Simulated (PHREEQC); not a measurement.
**Leach liquor**

Make-up at 25 °C: 0.038 mol H2SO4, 0.012 mol Al2(SO4)3 and 0.013 mol MnSO4 per kg of water. Closed to the air; pH follows from the charge balance.

Equilibrium calculation in PHREEQC: ion-association model, phreeqc.dat.

```yaml
pH: 1.47
ionic_strength: 0.126 mol/kgw
total_alkalinity: -76.0 meq/kg
```

```
species    molality  activity   log γ
---------  --------  --------  ------
H+           0.0416    0.0339  -0.088
HSO4-        0.0343    0.0264  -0.114
SO4-2        0.0232   0.00799  -0.463
AlSO4+       0.0166    0.0126  -0.119
Mn+2        0.00857   0.00321  -0.426
MnSO4       0.00443   0.00456   0.013
Al(SO4)2-   0.00419   0.00319  -0.119
Al+3        0.00312  0.000499  -0.795
```

No solid was allowed to form.
